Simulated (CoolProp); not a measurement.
Vapour-liquid equilibrium of ethane (1) + propylene (2) at 282.5 K; x and y are mole fractions of (1).

Computed with CoolProp (multi-fluid Helmholtz-energy mixture model, Bücker 2006 and Lemmon 2013; pair parameters Bell 2016).

| x | bubble pressure, mixture model (MPa) | bubble pressure, Raoult's law (MPa) | y, mixture model | y, Raoult's law |
|---|---|---|---|---|
| 0.05 | … | 0.8751 | 0.141 | 0.170 |
| 0.2 | 1.163 | 1.206 | 0.424 | 0.493 |
| 0.35 | 1.463 | 1.538 | … | 0.677 |
| 0.5 | 1.773 | 1.869 | … | 0.795 |
| 0.65 | … | 2.200 | 0.820 | 0.878 |
| 0.8 | … | 2.531 | 0.902 | 0.940 |
| 0.95 | … | 2.862 | … | 0.987 |

Task: Complete the blanks.

Result: 
- 0.05, bubble pressure, mixture model (MPa): 0.8645
- 0.35, y, mixture model: 0.600
- 0.5, y, mixture model: 0.724
- 0.65, bubble pressure, mixture model (MPa): 2.098
- 0.8, bubble pressure, mixture model (MPa): 2.446
- 0.95, bubble pressure, mixture model (MPa): 2.832
- 0.95, y, mixture model: 0.976

The largest gap from Raoult's law is -5.1 % in bubble pressure, at x = 0.5. No azeotrope shows between x = 0.05 and 0.95.

Pair parameters are fitted to limited data, so mixtures are less certain than the pure fluids.
